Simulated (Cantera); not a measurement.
What does this Cantera script print?

```python
import numpy as np
import cantera as ct

gas = ct.Solution("gri30.yaml")
gas.TPX = 1273, 400, {'H2': 0.014, 'O2': 1, 'N2': 1.2}
reactor = ct.IdealGasConstPressureReactor(gas, energy="off", clone=False)
net = ct.ReactorNet([reactor])
net.rtol, net.atol = 1e-08, 1e-18
show = ['H2', 'O2', 'H2O2', 'NO2', 'H2O', 'HO2']
times = np.geomspace(6e-06, 40, 15)

steps = ct.SolutionArray(gas, extra=["t"])
rows = []
print(f"{'t/s':>10s}{'T/K':>9s}{'P/Pa':>11s}" + "".join(f"{s:>11s}" for s in show))
for t in times:
    while net.time < t:
        t_next = net.step()
        steps.append(gas.state, t=t_next)
    rows.append([np.interp(t, steps.t, y) for y in (steps.T, steps.P, *steps(*show).X.T)])
    print(f"{t:10.3e}{rows[-1][0]:9.1f}{rows[-1][1]:11.4g}" + "".join(f"{x:11.3e}" for x in rows[-1][2:]))
rate = np.gradient(steps.T, steps.t)
print("integrator steps:", len(steps.t))
if steps.T.max() > steps.T[0] + 200:
    print(f"time of steepest temperature rise: {steps.t[rate.argmax()]:.4e} s")
gas.TPX = 1273, 400, {'H2': 0.014, 'O2': 1, 'N2': 1.2}
gas.equilibrate("TP")
print(f"equilibrium (TP): T = {gas.T:.1f} K  " + "  ".join(f"{s} {gas[s].X[0]:.3e}" for s in show))
```

Output:

```
       t/s      T/K       P/Pa         H2         O2       H2O2        NO2        H2O        HO2
 6.000e-06   1273.0        400  6.323e-03  4.517e-01  1.471e-17  3.917e-35  3.079e-16  1.734e-11
 1.843e-05   1273.0        400  6.323e-03  4.517e-01  1.384e-16  3.358e-33  8.585e-15  5.328e-11
 5.662e-05   1273.0        400  6.323e-03  4.517e-01  1.305e-15  3.257e-31  2.374e-13  1.637e-10
 1.739e-04   1273.0        400  6.323e-03  4.517e-01  1.225e-14  3.427e-29  5.999e-12  5.028e-10
 5.344e-04   1273.0        400  6.323e-03  4.517e-01  1.148e-13  3.824e-27  1.255e-10  1.545e-09
 1.642e-03   1273.0        400  6.323e-03  4.517e-01  1.059e-12  4.158e-25  2.042e-09  4.744e-09
 5.043e-03   1273.0        400  6.323e-03  4.517e-01  9.350e-12  5.981e-23  3.868e-08  1.457e-08
 1.549e-02   1273.0        400  6.316e-03  4.517e-01  7.397e-11  4.603e-20  5.148e-06  4.683e-08
 4.759e-02   1273.0        400  1.474e-04  4.459e-01  5.079e-09  7.654e-15  5.554e-03  1.578e-07
 1.462e-01   1273.0        400  3.472e-05  4.458e-01  2.890e-09  6.447e-14  5.831e-03  1.264e-07
 4.491e-01   1273.0        400  3.250e-05  4.461e-01  2.861e-09  2.414e-13  5.859e-03  1.227e-07
 1.380e+00   1273.0        400  2.682e-05  4.468e-01  2.765e-09  7.319e-13  5.931e-03  1.124e-07
 4.239e+00   1273.0        400  1.612e-05  4.480e-01  2.451e-09  1.868e-12  6.064e-03  8.801e-08
 1.302e+01   1273.0        400  5.505e-06  4.493e-01  1.671e-09  4.316e-12  6.205e-03  4.937e-08
 4.000e+01   1273.0        400  1.078e-06  4.498e-01  6.881e-10  9.229e-12  6.287e-03  1.763e-08
integrator steps: 981
equilibrium (TP): T = 1273.0 K  H2 8.004e-09  O2 4.497e-01  H2O2 1.194e-11  NO2 4.527e-07  H2O 6.339e-03  HO2 3.232e-09
```

Detailed kinetics in Cantera: GRI-Mech 3.0 (53 species, 325 reactions). Radical loss at walls, strong at low pressure, is not modelled.
